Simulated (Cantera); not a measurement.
Feed: 1 mol Si, 2.1 mol F2, 0.35 mol N2, held at 550 Pa.

These are equilibrium values from Cantera (NASA tables, ideal gas, pure condensed phases), not measurements of a reactor. Candidate condensed phases: Si, Si3N4; 16 gas species. The numbers say what is thermodynamically allowed, not how fast it happens.

x: gas mole fraction; nothing condenses.

| T (K) | x SiF4 | x N2 | x F | x F2 | x NF3 | x NF2 |
|---|---|---|---|---|---|---|
| 748 | 0.688 | 0.239 | 0.0115 | 0.0585 | 0.00303 | 2.15e-8 |
| 823 | 0.678 | 0.237 | 0.0352 | 0.0496 | 0.000347 | 3.00e-8 |
| 898 | 0.664 | 0.232 | 0.0738 | 0.0295 | 3.21e-5 | 2.68e-8 |
| 973 | 0.653 | 0.228 | 0.108 | 0.0115 | 2.02e-6 | 1.48e-8 |
| 1048 | 0.647 | 0.227 | 0.123 | ___ | ___ | ___ |
| 1123 | 0.646 | 0.226 | 0.127 | 0.00105 | 6.65e-9 | 2.38e-9 |
| 1198 | 0.645 | 0.226 | 0.128 | 0.000352 | 5.50e-10 | 1.01e-9 |
| 1273 | 0.645 | 0.226 | 0.129 | 0.000133 | 6.01e-11 | 4.69e-10 |
| 1348 | 0.645 | 0.226 | 0.129 | 5.55e-5 | 8.36e-12 | 2.36e-10 |
| 1423 | 0.645 | 0.226 | 0.129 | ___ | ___ | ___ |
| 1498 | 0.645 | 0.226 | 0.129 | 1.25e-5 | <1e-12 | 7.31e-11 |

Q: Some entries are withheld; supply them.

A: 
- 1048, x F2: 0.00346
- 1048, x NF3: 1.07e-7
- 1048, x NF2: 6.03e-9
- 1423, x F2: 2.54e-5
- 1423, x NF3: 1.43e-12
- 1423, x NF2: 1.27e-10
